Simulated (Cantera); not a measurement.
# Thermodynamics of silicon oxide and oxynitride deposition, feed SiCl4 + O2 + H2

Input: 1 mol SiCl4, 1.1 mol O2, 1.1 mol H2, at 49.0 mbar.

Cantera equilibrium calculation (NASA polynomials, part measured and part estimated; ideal gas, pure solids and liquids). Candidate condensed phases: H2O, Si, SiO2; 30 gas species. The tables hold silica as quartz up to 1696 K and as liquid above; real silica turns to tridymite and cristobalite and melts near 1996 K. Equilibrium is a limit: real reactors are often held back by kinetics, nucleation or transport.

From 1300 K to 1650 K the condensed part is SiO2(β-quartz). From 1700 K to 1850 K the condensed part is SiO2(condensed). The main Si-bearing gas is SiCl4 throughout.

```json
[
 {"T (K)": "1300", "x HCl": "0.671", "x Cl": "0.0290", "x Cl2": "0.267", "x O2": "0.0288", "x H2O": "0.00412", "x ClO": "3.58e-5", "x OH": "2.76e-6", "n SiO2(β-quartz)": "1.00", "n SiO2(condensed)": "0"},
 {"T (K)": "1350", "x HCl": "0.667", "x Cl": "0.0437", "x Cl2": "0.257", "x O2": "0.0289", "x H2O": "0.00345", "x ClO": "4.99e-5", "x OH": "4.41e-6", "n SiO2(β-quartz)": "1.000", "n SiO2(condensed)": "0"},
 {"T (K)": "1400", "x HCl": "0.661", "x Cl": "0.0634", "x Cl2": "0.244", "x O2": "0.0288", "x H2O": "0.00295", "x ClO": "6.71e-5", "x OH": "6.84e-6", "n SiO2(β-quartz)": "1.000", "n SiO2(condensed)": "0"},
 {"T (K)": "1450", "x HCl": "0.653", "x Cl": "0.0888", "x Cl2": "0.227", "x O2": "0.0286", "x H2O": "0.00258", "x ClO": "8.73e-5", "x OH": "1.03e-5", "n SiO2(β-quartz)": "1.000", "n SiO2(condensed)": "0"},
 {"T (K)": "1500", "x HCl": "0.642", "x Cl": "0.120", "x Cl2": "0.207", "x O2": "0.0282", "x H2O": "0.00231", "x ClO": "0.000110", "x OH": "1.53e-5", "n SiO2(β-quartz)": "1.000", "n SiO2(condensed)": "0"},
 {"T (K)": "1550", "x HCl": "0.630", "x Cl": "0.157", "x Cl2": "0.183", "x O2": "0.0277", "x H2O": "0.00213", "x ClO": "0.000133", "x OH": "2.23e-5", "n SiO2(β-quartz)": "1.000", "n SiO2(condensed)": "0"},
 {"T (K)": "1600", "x HCl": "0.616", "x Cl": "0.197", "x Cl2": "0.157", "x O2": "0.0271", "x H2O": "0.00203", "x ClO": "0.000156", "x OH": "3.21e-5", "n SiO2(β-quartz)": "1.000", "n SiO2(condensed)": "0"},
 {"T (K)": "1650", "x HCl": "0.602", "x Cl": "0.239", "x Cl2": "0.130", "x O2": "0.0264", "x H2O": "0.00201", "x ClO": "0.000177", "x OH": "4.61e-5", "n SiO2(β-quartz)": "1.000", "n SiO2(condensed)": "0"},
 {"T (K)": "1700", "x HCl": "0.588", "x Cl": "0.280", "x Cl2": "0.104", "x O2": "0.0257", "x H2O": "0.00208", "x ClO": "0.000195", "x OH": "6.60e-5", "n SiO2(β-quartz)": "0", "n SiO2(condensed)": "1.000"},
 {"T (K)": "1750", "x HCl": "0.574", "x Cl": "0.318", "x Cl2": "0.0803", "x O2": "0.0250", "x H2O": "0.00226", "x ClO": "0.000207", "x OH": "9.48e-5", "n SiO2(β-quartz)": "0", "n SiO2(condensed)": "1.000"},
 {"T (K)": "1800", "x HCl": "0.563", "x Cl": "0.350", "x Cl2": "0.0600", "x O2": "0.0243", "x H2O": "0.00255", "x ClO": "0.000215", "x OH": "0.000136", "n SiO2(β-quartz)": "0", "n SiO2(condensed)": "1.000"},
 {"T (K)": "1850", "x HCl": "0.553", "x Cl": "0.376", "x Cl2": "0.0439", "x O2": "0.0237", "x H2O": "0.00298", "x ClO": "0.000218", "x OH": "0.000197", "n SiO2(β-quartz)": "0", "n SiO2(condensed)": "1.000"}
]
```
x: gas mole fraction; n: condensed amount in mol.
